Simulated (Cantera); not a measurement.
A closed system holds: 1 mol Al2O3, 8.4 mol Cl2, 0.18 mol O2, held at 1300 Pa.

Method: chemical equilibrium by Gibbs-energy minimisation in Cantera with the NASA 1993 tables (ideal gas, pure condensed phases). Candidate condensed phases: Al, AlCl3, Al2O3; 17 gas species. Kinetics and transport are ignored. All values below are at 1000 °C.

Base state: Cl2 0.898, Cl 0.0806, O2 0.0205, AlCl3 0.000579, ClO 4.54e-5 (mole fractions); condensed: Al2O3(s).

Problem. What changes in the equilibrium state with this change: pressure from 1300 Pa to 10000 Pa?

Solution. 
```
species          before     after
-------------  --------  --------
Cl2               0.898     0.949
Cl               0.0806    0.0299
O2               0.0205    0.0209
AlCl3          0.000579  0.000373
ClO             4.54e-5   4.71e-5
Al2O3(s), mol     0.997     0.998
```
